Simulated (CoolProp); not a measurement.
Vapour-liquid equilibrium of toluene (1) + m-xylene (2) at 68 kPa; x and y are mole fractions of (1).

The numbers come from the multi-fluid Helmholtz-energy mixture model, Lemmon 2006 and Zhou 2012; pair parameters Bell 2016 in CoolProp.

**Question.** Give the bubble temperature and the first vapour's composition at x = 0.2, 0.35, 0.8. Is there an azeotrope?

**Answer.** x = 0.2: 116.7 °C, y = 0.368; x = 0.35: 111.5 °C, y = 0.559; x = 0.8: 100.6 °C, y = 0.896. No azeotrope shows between x = 0.05 and 0.95.

Pair parameters are fitted to limited data, so mixtures are less certain than the pure fluids.
